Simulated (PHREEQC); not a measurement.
Solution A (0.07 mmol/kgw CaSO4 and 0.039 mmol/kgw CO2) is mixed with solution B (7.4 mmol/kgw HF, 3.5 mmol/kgw NH4F and 14 mmol/kgw H2SO4) at 20 °C; shares are by mass of water, 1 kg in all. Oxygen alone is held at its pressure in air (log pO2 = -0.68). The system is closed to CO2. Only these solids could form: Calcite, Gypsum, Fluorite, Portlandite.

Model: ion-association model, wateq4f.dat, run in PHREEQC.

```tsv
share of solution B	pH	Ca+2 (mol/kgw)	CO2 (mol/kgw)
0	5.42	6.92e-5	3.51e-5
0.1	2.63	5.53e-5	3.51e-5
0.2	2.37	4.62e-5	3.12e-5
0.3	?	3.87e-5	2.73e-5
0.4	2.12	3.22e-5	2.34e-5
0.5	2.04	2.61e-5	1.95e-5
0.6	1.97	2.05e-5	1.56e-5
0.7	?	1.51e-5	1.17e-5
0.8	1.87	?	7.80e-6
0.9	1.83	4.89e-6	3.90e-6
1	1.79	0	0
```

Problem. Complete the blanks.

Solution. 
- 0.3, pH: 2.22
- 0.7, pH: 1.92
- 0.8, Ca+2 (mol/kgw): 9.92e-6

wateq4f.dat counts part of the HF as a dimer, H2F2, which phreeqc.dat doesn't know; its constant is uncertain.
